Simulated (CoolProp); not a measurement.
1-butene along the isotherm 193.95 °C: density (kg/m³) from the reference equation and from simpler models built on Tc = 146.1 °C, pc = 40.06 bar, ω = 0.192; each cubic takes its own stable root.

Values from CoolProp's reference Helmholtz-energy equation of state, Lemmon 2005. It is a short technical equation, of lower accuracy than the large ones.

```
p (bar)          phase  reference
-------  -------------  ---------
6.68               gas      10.07
13.4               gas      21.17
20                 gas      33.26
26.7               gas      47.06
33.4               gas      62.88
40.1     supercritical      81.38
46.7     supercritical      103.2
53.4     supercritical      130.2
60.1     supercritical      163.5
66.8     supercritical      202.1
73.4     supercritical      240.1
80.1     supercritical      272.6
86.8     supercritical      297.6
93.5     supercritical      316.9
100      supercritical      331.9
```

Q: How far does each simpler model (ideal gas, van der Waals, Redlich-Kwong, Soave-Redlich-Kwong, Peng-Robinson) lie from the reference over these 15 states: mean and median of the absolute difference, and the worst?

A: 
- ideal gas: mean 37.0 %, median 40.7 %, worst -57.9 % at 193.95 °C and 86.8 bar
- van der Waals: mean 6.0 %, median 3.0 %, worst -17.2 % at 193.95 °C and 100 bar
- Redlich-Kwong: mean 2.6 %, median 1.0 %, worst -8.2 % at 193.95 °C and 100 bar
- Soave-Redlich-Kwong: mean 6.2 %, median 4.4 %, worst -13.4 % at 193.95 °C and 86.8 bar
- Peng-Robinson: mean 2.9 %, median 1.7 %, worst -6.6 % at 193.95 °C and 86.8 bar
